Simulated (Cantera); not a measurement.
Cantera with NASA thermochemical tables; ideal gases at 1 bar, condensed phases pure. Values are per mole of reaction as written; species without (g) are pure solids or liquids, kept so even where they would boil at 1 bar.

3 Si(g) + 4 NF3(g) → 6 F2(g) + Si3N4

```csv
T (K),ΔH° (kJ),ΔS° (J/K),ΔG° (kJ),log10 K
1575,-1570.4,-223.7,-1218.1,40.40
1675,___,___,___,___
1775,-1568.4,-222.5,-1173.5,34.53
1875,-1567.4,-222.0,-1151.2,32.07
1975,-1566.5,-221.5,-1129.1,29.86
2075,___,___,___,___
2175,-1564.9,-220.7,-1084.9,26.05
```

Some entries are withheld; supply them.


- 1675, ΔH° (kJ): -1569.4
- 1675, ΔS° (J/K): -223.1
- 1675, ΔG° (kJ): -1195.7
- 1675, log10 K: 37.29
- 2075, ΔH° (kJ): -1565.7
- 2075, ΔS° (J/K): -221.1
- 2075, ΔG° (kJ): -1106.9
- 2075, log10 K: 27.86
